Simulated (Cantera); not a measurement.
# SiHCl₃ + NH₃ + H₂ (silicon nitride deposition)

Feed: 1 mol SiHCl₃, a varied amount of NH₃, 15 mol H₂, equilibrated at 2023.15 K and 27.0 Pa.

Cantera equilibrium calculation (NASA polynomials, part measured and part estimated; ideal gas, pure solids and liquids). Candidate condensed phases: NH₄Cl, Si, Si₃N₄; 28 gas species. The tables' values for SiCl, SiN are old estimates; treat these amounts as uncertain. Gases not in the tables: Si₂H₆ and higher silanes. Equilibrium is a limit: real reactors are often held back by kinetics, nucleation or transport.

From 2.7 mol NH₃ to 49 mol NH₃ nothing is condensed. The main Si-bearing gas is Si throughout.

| n(NH₃) (mol) | log p H₂ | log p N₂ | log p HCl | log p H | log p Si | log p Cl |
|---|---|---|---|---|---|---|
| 2.7 | -3.72 | -4.83 | -4.57 | -4.58 | -5.05 | -5.56 |
| 6.9 | -3.73 | -4.56 | -4.69 | -4.59 | -5.15 | -5.67 |
| 11 | -3.73 | -4.45 | -4.78 | -4.59 | -5.24 | -5.76 |
| 15 | -3.74 | -4.40 | -4.85 | -4.59 | -5.31 | -5.84 |
| 19 | -3.74 | -4.36 | -4.92 | -4.59 | -5.37 | -5.90 |
| 24 | -3.74 | -4.33 | -4.99 | -4.59 | -5.43 | -5.97 |
| 28 | -3.74 | -4.31 | -5.03 | -4.59 | -5.48 | -6.01 |
| 32 | -3.74 | -4.30 | -5.08 | -4.59 | -5.52 | -6.06 |
| 36 | -3.74 | -4.29 | -5.12 | -4.59 | -5.56 | -6.10 |
| 40 | -3.74 | -4.28 | -5.15 | -4.59 | -5.60 | -6.13 |
| 45 | -3.74 | -4.27 | -5.19 | -4.59 | -5.64 | -6.17 |
| 49 | -3.74 | -4.27 | -5.22 | -4.59 | -5.67 | -6.20 |
log p: log10 of the partial pressure in bar; nothing condenses.
